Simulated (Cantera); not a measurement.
A closed system holds: 1 mol Fe(CO)5, 1.2 mol H2, at 133 Pa.

Equilibrium computed with Cantera from the NASA thermochemical tables; the gas is ideal and each condensed phase is pure. Candidate condensed phases: C, C6H6, C7H8, C8H18, Fe, Fe(CO)5, FeO, Fe(OH)2, Fe(OH)3, Fe2O3, Fe3O4, H2O; 114 gas species. Condensed phases not in the tables: cementite and carbon dissolved in iron. Rates play no part.

### Question
At 802 °C, list the 4 most abundant gas species with their mole fractions, and the condensed phases.

### Answer
CO 0.806, H2 0.194, CO2 0.000118, H2O 2.63e-5. Condensed: C(graphite) + Fe(α).
